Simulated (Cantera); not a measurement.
A closed system holds: 1 mol Fe(CO)₅, a varied amount of O₂, 0.18 mol N₂, at 1425 K and 1.00 bar.

These are equilibrium values from Cantera (NASA tables, ideal gas, pure condensed phases), not measurements of a reactor. Candidate condensed phases: C, Fe, Fe(CO)₅, FeO, Fe₂O₃, Fe₃O₄; 27 gas species. Mutual solubility and eutectic melting of coexisting phases are not modelled. The tables' stoichiometric FeO is somewhat more stable than real wüstite, so its field is too wide. FeO: taken at fixed stoichiometry. The numbers say what is thermodynamically allowed, not how fast it happens.

Question: At 0.49 mol O₂, list the 3 most abundant gas species with their mole fractions, and the condensed phases.

Answer: CO 0.825, CO₂ 0.140, N₂ 0.0347. Condensed: Fe(γ) + FeO(s).
